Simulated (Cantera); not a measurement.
A Cantera script and what it prints.

```python
import numpy as np
import cantera as ct

gas_names = """
    Cu CuF CuF2 Cu2 F F2 N NF NF2 NF3 N2
""".split()
cond_names = """
    Cu(cr) Cu(L) CuF2(s) CuF2(L)
""".split()


# ... load() reads the species with a 1 bar reference pressure and builds the phases ...
atoms = {
    'Cu': {'Cu': 1},
    'F2': {'F': 2},
    'N2': {'N': 2},
}
top_T = {}  # K; cautious upper limits of use, not melting points


# ... equilibrate(T, P, feed) seeds the gas with the atoms and calls Mixture.equilibrate('TP', solver="vcs", rtol=1e-11, max_steps=5000) ...
results = []
T = 1398  # K
P = 100000  # Pa
for m in [0.49, 0.92, 1.4, 1.8, 2.2, 2.6, 3.1, 3.5, 3.9, 4.4]:
    feed = {'Cu': 1, 'F2': m, 'N2': 0.29}  # mol
    mix = equilibrate(T, P, feed)
    results.append((T, P, feed, dict(zip(mix.species_names, mix.species_moles))))

top = {s: max(r[3][s] / sum(r[3][g] for g in gas_names) for r in results) for s in gas_names}
cols = sorted((s for s in top if top[s] > 0.001), key=lambda s: -top[s])[:7]
seen = [c for c in cond_names if any(r[3].get(c, 0) > 1e-12 for r in results)]
print("log10 of partial pressures in bar; condensed amounts in mol")
print(f"{'n(F2)':>10s}" + "".join(f"{s[:9]:>10s}" for s in cols + seen))
for T, P, feed, n in results:
    ng = sum(n[g] for g in gas_names)
    print(f"{feed['F2']:10.4g}" + "".join(f"{np.log10(max(n[s] / ng * P / 1e5, 1e-99)):10.3f}" for s in cols)
          + "".join(f"{n.get(c, 0):10.4g}" for c in seen))
```

Output:

```
log10 of partial pressures in bar; condensed amounts in mol
     n(F2)        N2         F        F2       CuF      CuF2     Cu(L)   CuF2(L)
      0.49    -0.018    -6.321   -13.090    -1.596    -1.801    0.5062    0.4814
      0.92    -0.018    -6.321   -13.090    -1.596    -1.801   0.07616    0.9114
       1.4    -0.533    -0.241    -0.930    -7.675    -1.801         0    0.9844
       1.8    -0.758    -0.183    -0.814    -7.734    -1.801         0    0.9737
       2.2    -0.905    -0.161    -0.770    -7.756    -1.801         0    0.9631
       2.6    -1.015    -0.150    -0.747    -7.767    -1.801         0    0.9526
       3.1    -1.122    -0.141    -0.730    -7.776    -1.801         0    0.9393
       3.5    -1.192    -0.137    -0.721    -7.780    -1.801         0    0.9288
       3.9    -1.252    -0.134    -0.715    -7.783    -1.801         0    0.9182
       4.4    -1.317    -0.131    -0.709    -7.786    -1.801         0     0.905
```

Equilibrium computed with Cantera from the NASA thermochemical tables; the gas is ideal and each condensed phase is pure. Each liquid is taken as pure. Mutual solubility and eutectic melting of coexisting phases are not modelled.
